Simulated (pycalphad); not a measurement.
All values are pycalphad results on the COST 507 light-alloy database (1999) (1 atm), not direct measurements. These are 1990s assessments: newer ones move some temperatures and phases. Phase fractions are per mole of atoms.

### Question
Give the equilibrium state of Si-7.48Cu (wt.%) at 1250 K.

### Answer
```
T = 1250.00 K, P = 101325 Pa, N = 1 mol of atoms
G = -44098 J/mol, H = 24722 J/mol, S = 55.06 J/(mol K)  (SER reference)
chemical potentials (J/mol): Si -42985, Cu -75253
phase             fraction      x(Si)      x(Cu)
DIAMOND_A4          0.9413     1.0000       none
LIQUID              0.0587     0.4122     0.5878
```

### Question
Give the equilibrium state of Si-7.48Cu (wt.%) at 1000 K.

### Answer
```
T = 1000.00 K, P = 101325 Pa, N = 1 mol of atoms
G = -31157 J/mol, H = 17115 J/mol, S = 48.27 J/(mol K)  (SER reference)
chemical potentials (J/mol): Si -30382, Cu -52848
phase             fraction      x(Si)      x(Cu)
DIAMOND_A4          0.9546     1.0000       none
CU19SI6_ETA         0.0454     0.2400     0.7600
```

Database names, with the compositions (at.%) that they take in these runs: CU19SI6_ETA: Cu 76 Si 24. DIAMOND_A4 is diamond (Si). An entry "none" or "no" means that the model of the phase leaves that element out.
